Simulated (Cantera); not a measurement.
Feed: 1 mol HMDSO, 1.3 mol H2O, 3.8 mol H2, at 1875 °C and 0.133 bar.

Method: chemical equilibrium by Gibbs-energy minimisation in Cantera with the NASA 1993 tables (ideal gas, pure condensed phases). Candidate condensed phases: C, C6H6, C7H8, C8H18, H2O, Si, SiC, SiO2; 123 gas species. The feed counts by its element totals alone. Gases not in the tables: Si2H6 and higher silanes. Equilibrium is a limit: real reactors are often held back by kinetics, nucleation or transport.

Base state: H2 0.848, CO 0.138, H 0.0105, SiO 0.00176, C2H2 (acetylene) 0.00162, Si 0.000151, CH4 2.83e-5, SiH 2.48e-5 (mole fractions); condensed: C(graphite) + SiC(s).

### Question
What changes in the equilibrium state with this change: temperature from 1875 °C to 1277 °C?

### Answer
```json
[
 {"species": "H2", "before": "0.848", "after": "0.859"},
 {"species": "CO", "before": "0.138", "after": "0.140"},
 {"species": "SiO", "before": "0.00176", "after": "0.000336"},
 {"species": "H", "before": "0.0105", "after": "8.00e-5"},
 {"species": "Si", "before": "0.000151", "after": "2.19e-9"},
 {"species": "SiH", "before": "2.48e-5", "after": "1.95e-9"},
 {"species": "C(graphite), mol", "before": "1.71", "after": "1.71"},
 {"species": "SiC(s), mol", "before": "1.97", "after": "1.99"}
]
```
